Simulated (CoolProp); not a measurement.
Vapour-liquid equilibrium of n-pentane (1) + cyclohexane (2) at 48.55 °C; x and y are mole fractions of (1).

The numbers come from the multi-fluid Helmholtz-energy mixture model, Thol 2019 and Zhou 2014; pair parameters Bell 2016 in CoolProp.

```csv
x,bubble pressure (MPa),y at the bubble point,dew pressure at overall composition x (MPa),liquid density (mol/L)
0.05,0.04140,0.208,0.03582,8.898
0.125,0.05147,0.409,0.03827,8.853
0.2,0.06104,0.540,0.04106,8.807
0.275,0.07022,0.633,0.04429,8.761
0.35,0.07908,0.704,0.04806,8.714
0.425,0.08771,0.760,0.05250,8.666
0.5,0.09617,0.806,0.05781,8.618
0.575,0.1045,0.846,0.06424,8.569
0.65,0.1128,0.880,0.07218,8.519
0.725,0.1211,0.910,0.08216,8.468
0.8,0.1295,0.937,0.09493,8.417
0.875,0.1379,0.962,0.1116,8.364
0.95,0.1465,0.985,0.1336,8.310
```

No azeotrope shows between x = 0.05 and 0.95.

Pair parameters are fitted to limited data, so mixtures are less certain than the pure fluids.
